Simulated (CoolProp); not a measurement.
c-C4F8 (RC318) along the isobar 6020 kPa: Z from the reference equation and from simpler models built on Tc = 388.4 K, pc = 2778 kPa, ω = 0.355; each cubic takes its own stable root.

Computed with CoolProp (reference Helmholtz-energy equation of state, Platzer 1990). This equation is an older, rougher fit; its heat capacities, sound speeds and derivatives of the liquid may be far off and weren't checked against measurements.

| T (K) | phase | reference |
|---|---|---|
| 312.8 | liquid | 0.3126 |
| 332.7 | liquid | 0.3102 |
| 352.7 | liquid | 0.3120 |
| 372.6 | liquid | 0.3196 |
| 392.5 | supercritical | 0.3373 |
| 412.5 | supercritical | 0.3760 |
| 432.4 | supercritical | 0.4543 |
| 452.4 | supercritical | 0.5601 |

Q: How far does each simpler model (van der Waals, Redlich-Kwong, Soave-Redlich-Kwong, Peng-Robinson) lie from the reference over these 8 states: mean and median of the absolute difference, and the worst?

A: 
- van der Waals: mean 33.0 %, median 39.0 %, worst +51.5 % at 312.8 K and 6020 kPa
- Redlich-Kwong: mean 8.7 %, median 10.3 %, worst +11.5 % at 372.6 K and 6020 kPa
- Soave-Redlich-Kwong: mean 9.5 %, median 9.2 %, worst +14.0 % at 412.5 K and 6020 kPa
- Peng-Robinson: mean 4.0 %, median 4.4 %, worst -6.6 % at 312.8 K and 6020 kPa
